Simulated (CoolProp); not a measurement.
Vapour-liquid equilibrium of R125 (1) + propylene (2) at 259.7 K; x and y are mole fractions of (1).

Model: multi-fluid Helmholtz-energy mixture model, Lemmon 2005 and Lemmon 2013; pair parameters Bell 2016, in CoolProp.

```
x     bubble pressure (MPa)  y at the bubble point  dew pressure at overall composition x (MPa)  liquid density (mol/L)
----  ---------------------  ---------------------  -------------------------------------------  ----------------------
0.05                 0.4175                  0.120                                       0.3966                   13.27
0.2                  0.4831                  0.324                                       0.4431                   12.82
0.35                 0.5132                  0.436                                       0.4910                   12.43
0.5                  0.5245                  0.521                                       0.5230                   12.11
0.65                 0.5219                  0.608                                       0.5160                   11.85
0.8                  0.5020                  0.720                                       0.4821                   11.66
0.95                 0.4536                  0.905                                       0.4414                   11.53
```

y crosses x between x = 0.5 and 0.65: the model has an azeotrope there.

Pair parameters are fitted to limited data, so mixtures are less certain than the pure fluids.
